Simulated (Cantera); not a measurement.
Feed: 1 mol Si3H8, 0.099 mol HCl, 13 mol N2, 0.0062 mol Cl2, held at 0.00130 bar.

Method: chemical equilibrium by Gibbs-energy minimisation in Cantera with the NASA 1993 tables (ideal gas, pure condensed phases). Candidate condensed phases: NH4Cl, Si, Si3N4; 28 gas species. The feed counts by its element totals alone. N2 is the only nitrogen source here; it is nearly inert below about 1500 K, so the nitride shown seldom forms there in practice. Kinetics and transport are ignored. All values below are at 1498 K.

Base state: N2 0.728, H2 0.264, HCl 0.00720, H 0.000245, SiCl2 8.32e-5 (mole fractions); condensed: Si3N4(s).

### Question
What changes in the equilibrium state with this change: Si3H8 replaced by SiHCl3?

### Answer
```csv
species,before,after
N2,0.728,0.864
HCl,0.00720,0.0648
SiCl2,8.32e-5,0.0594
H2,0.264,0.00410
SiCl4,<1e-9,0.00161
SiCl3,1.06e-7,0.00547
SiHCl3,1.63e-9,1.05e-5
Cl,5.38e-6,0.000389
H,0.000245,3.05e-5
"Si3N4(s), mol",1.000,0
```
The tables' values for SiCl3 are old estimates; treat these amounts as uncertain.
